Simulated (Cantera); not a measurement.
# Premixed flame

A freely propagating, adiabatic, planar premixed flame of 56.7 % H₂, 9.08 % O₂, 34.2 % N₂, unburnt at 675 K and 10.0 bar; mixture-averaged transport, grid criteria slope 0.08 and curve 0.16, no radiation.

Computed with Cantera and the H2/O2 subset of GRI-Mech 3.0, which has no nitrogen chemistry. The hydrogen kinetics of GRI-Mech 3.0 are dated; newer H2 mechanisms differ, most at raised pressure. Burning velocities carry a grid error of a few per cent, more on coarse grids.

| z (mm) | T (K) | u (m/s) | x H₂ | x O₂ | x H₂O | x H | x HO₂ | x H₂O₂ |
|---|---|---|---|---|---|---|---|---|
| -0.0888 | 675 | 8.10 | 0.567 | 0.0908 | <1e-8 | <1e-8 | <1e-8 | <1e-8 |
| -0.0592 | 675 | 8.10 | 0.567 | 0.0908 | 2.40e-7 | <1e-8 | 3.20e-8 | <1e-8 |
| -0.0444 | 675 | 8.10 | 0.567 | 0.0908 | 2.33e-6 | <1e-8 | 3.90e-7 | <1e-8 |
| -0.0296 | 679 | 8.13 | 0.566 | 0.0910 | 4.58e-5 | 3.84e-8 | 1.07e-5 | 2.40e-7 |
| -0.0148 | 775 | 9.08 | 0.553 | 0.0910 | 0.00483 | 0.000195 | 0.000775 | 2.98e-5 |
| -0.00740 | 1040 | 11.8 | 0.522 | 0.0814 | 0.0321 | 0.00321 | 0.000771 | 6.47e-5 |
| 0 | 1375 | 15.4 | 0.476 | 0.0564 | 0.0866 | 0.0134 | 0.000398 | 2.54e-5 |
| 0.00740 | 1612 | 17.9 | 0.435 | 0.0282 | 0.141 | 0.0248 | 0.000183 | 5.05e-6 |
| 0.0148 | 1740 | 19.3 | 0.414 | 0.0115 | 0.173 | 0.0301 | 7.21e-5 | 2.14e-6 |
| 0.0296 | 1845 | 20.4 | 0.405 | 0.00190 | 0.192 | 0.0288 | 1.13e-5 | 6.19e-7 |
| 0.0592 | 1920 | 21.1 | 0.408 | 0.000120 | 0.197 | 0.0213 | 6.91e-7 | 1.45e-7 |
| 0.118 | 1977 | 21.7 | 0.414 | 5.86e-6 | 0.198 | 0.0135 | 5.05e-8 | 5.15e-8 |
| 0.237 | 2016 | 22.0 | 0.418 | 1.27e-6 | 0.199 | 0.00780 | 1.42e-8 | 1.94e-8 |
x: mole fraction of selected species; z is measured from the peak of heat release.

```yaml
laminar_burning_velocity: 810 cm/s
thermal_thickness: 0.0296 mm
peak x(H): 0.0307
peak x(HO₂): 0.000968
peak x(H₂O₂): 6.52e-5
grid_points: 116
```
